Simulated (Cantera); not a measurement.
Feed: 1 mol PbO, a varied amount of H₂, 0.79 mol H₂O, held at 1050 Torr.

Equilibrium computed with Cantera from the NASA thermochemical tables; the gas is ideal and each condensed phase is pure. Candidate condensed phases: H₂O, Pb, PbO, PbO₂, Pb₃O₄; 12 gas species. Kinetics and transport are ignored.

Task: What condenses at these points (T in °C, n(H₂) in mol): (927, 1100); (1527, 95); (927, 750); (1827, 95); (1727, 130)?

Result: 
| T (°C) | n(H₂) in mol | condensed phases | Pb condensed (%) |
|---|---|---|---|
| 927 | 1100 | Pb | 49.4 |
| 1527 | 95 | gas only | 0.0 |
| 927 | 750 | Pb | 65.5 |
| 1827 | 95 | gas only | 0.0 |
| 1727 | 130 | gas only | 0.0 |
